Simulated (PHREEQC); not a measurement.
1 kg of water holding 0.1 mol MgCl2, 0.015 mol CaCl2, 0.054 mol NaCl and 0.3 mol SrCl2 is evaporated at 25 °C; the solids stay in contact with the brine. No CO2 enters from the air. Solids allowed: Bischofite, Brucite, Halite, Portlandite, MgCl2_4H2O. Others were left out.

All values are PHREEQC results (Pitzer model, pitzer.dat), not measurements.

| water left (kg) | ionic strength | water activity | Sr in solution (mol/kgw) | Na in solution (mol/kgw) | Mg in solution (mol/kgw) |
|---|---|---|---|---|---|
| 1 | 1.30 | 0.978 | 0.300 | 0.0540 | 0.100 |
| 0.8219 | 1.58 | 0.973 | 0.365 | 0.0657 | 0.122 |
| 0.6755 | 1.92 | 0.966 | 0.444 | 0.0799 | 0.148 |
| 0.5552 | 2.34 | 0.958 | 0.540 | 0.0973 | 0.180 |
| 0.4563 | 2.85 | 0.947 | 0.657 | 0.118 | 0.219 |
| 0.375 | 3.46 | 0.932 | 0.800 | 0.144 | 0.267 |
| 0.3082 | 4.21 | 0.913 | 0.973 | 0.175 | 0.324 |
| 0.2533 | 5.13 | 0.886 | 1.18 | 0.213 | 0.395 |
| 0.2082 | 6.24 | 0.851 | 1.44 | 0.259 | 0.480 |
| 0.1711 | 7.59 | 0.803 | 1.75 | 0.316 | 0.584 |
| 0.1407 | 9.24 | 0.739 | 2.13 | 0.384 | 0.711 |
| 0.1156 | 11.2 | 0.657 | 2.59 | 0.467 | 0.865 |
